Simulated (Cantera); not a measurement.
## Thermodynamics of silicon oxide and oxynitride deposition, feed SiF4 + N2O + N2

Charge: 1 mol SiF4, 12 mol N2O, 1.8 mol N2, held at 1275 K and 1.10 mbar.

These are equilibrium values from Cantera (NASA tables, ideal gas, pure condensed phases), not measurements of a reactor. Candidate condensed phases: Si, SiO2, Si2N2O, Si3N4; 28 gas species. Equilibrium is a limit: real reactors are often held back by kinetics, nucleation or transport.

```json
{
  "x(N2)": "0.663",
  "x(O2)": "0.288",
  "x(SiF4)": "0.0481",
  "x(NO)": "0.000360",
  "x(O)": "1.81e-6",
  "gas_amount": "20.80 mol",
  "log10 activity of Si(s) (absent)": "-24.45"
}
```
